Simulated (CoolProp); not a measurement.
Computed with CoolProp (reference Helmholtz-energy equation of state, Akasaka 2015).

For R245fa, give the phase and the Joule-Thomson coefficient (K/MPa), expansivity (1/kK), Prandtl number at 223.2 K and 101 kPa; 267.7 K and 101 kPa.


- 223.2 K and 101 kPa: liquid; Joule-Thomson coefficient -0.367, expansivity 1.53, Prandtl number 11.4
- 267.7 K and 101 kPa: liquid; Joule-Thomson coefficient -0.297, expansivity 1.77, Prandtl number 7.10

Viscosity comes from a separate model (Bell 2016), an estimate that may be off by 10 % or more. Thermal conductivity comes from a separate model (Huber 2003), an estimate that may be off by 10 % or more.
